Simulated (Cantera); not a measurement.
A closed system holds: 1 mol CaF2, 12 mol H2, 0.27 mol N2, 0.1 mol O2, held at 1.70 mbar.

Cantera equilibrium calculation (NASA polynomials, part measured and part estimated; ideal gas, pure solids and liquids). Candidate condensed phases: Ca, CaF2, CaO, Ca(OH)2, H2O; 47 gas species. Equilibrium is a limit: real reactors are often held back by kinetics, nucleation or transport. All values below are at 1850 K.

Base state: H2 0.867, CaF2 0.0522, HF 0.0376, N2 0.0201, H 0.0122, CaF 0.00697, Ca 0.00225, H2O 0.00185 (mole fractions); condensed: CaO(s).

What changes in the equilibrium state with this change: H2 from 12 to 0.48 mol?


```
species        before    after
------------  -------  -------
CaF2           0.0522    0.384
HF             0.0376    0.243
H2              0.867    0.178
N2             0.0201    0.176
H2O           0.00185   0.0105
H              0.0122  0.00551
Ca            0.00225  8.10e-5
OH            1.92e-6  2.41e-5
CaOH          1.20e-5  5.41e-6
CaO(s), mol     0.175    0.184
CaF2(l), mol        0    0.221
```
Mutual solubility and eutectic melting of coexisting phases are not modelled.
